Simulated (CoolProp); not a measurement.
Properties of n-nonane at several states.

The numbers come from the reference Helmholtz-energy equation of state, Lemmon 2006 in CoolProp. It is a short technical equation, of lower accuracy than the large ones.

```tsv
T (K)	p (bar)	phase	density (kg/m³)	cv (kJ/(kg K))	isothermal compressibility (1/MPa)
347.2	101	liquid	?	?	?
403.2	70.7	liquid	639.0	?	0.002338
396.9	0.273	gas	1.082	?	37.37
352.4	0.28	liquid	?	?	?
```

### Question
Complete the blanks.

### Answer

- 347.2, density (kg/m³): 685.8
- 347.2, cv (kJ/(kg K)): 1.974
- 347.2, isothermal compressibility (1/MPa): 0.001465
- 403.2, cv (kJ/(kg K)): 2.193
- 396.9, cv (kJ/(kg K)): 2.025
- 352.4, density (kg/m³): 670.6
- 352.4, cv (kJ/(kg K)): 1.989
- 352.4, isothermal compressibility (1/MPa): 0.001808
